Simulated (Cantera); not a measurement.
Charge: 1 mol C, a varied amount of O2, at 2800 K and 0.100 bar.

These are equilibrium values from Cantera (NASA tables, ideal gas, pure condensed phases), not measurements of a reactor. Candidate condensed phases: C; 12 gas species. Kinetics and transport are ignored.

**Question.** What share of the C ends up in condensed phases as a function of n(O2) (mol), at 0.24, 0.28, 0.34, 0.4, 0.47, 0.55, 0.65, 0.77, 0.91, 1.1, 1.3, 1.5?

**Answer.** 
| n(O2) (mol) | C condensed (%) | as |
|---|---|---|
| 0.24 | 51.9 | C(graphite) |
| 0.28 | 43.9 | C(graphite) |
| 0.34 | 31.9 | C(graphite) |
| 0.4 | 19.9 | C(graphite) |
| 0.47 | 5.9 | C(graphite) |
| 0.55 | 0.0 | - |
| 0.65 | 0.0 | - |
| 0.77 | 0.0 | - |
| 0.91 | 0.0 | - |
| 1.1 | 0.0 | - |
| 1.3 | 0.0 | - |
| 1.5 | 0.0 | - |
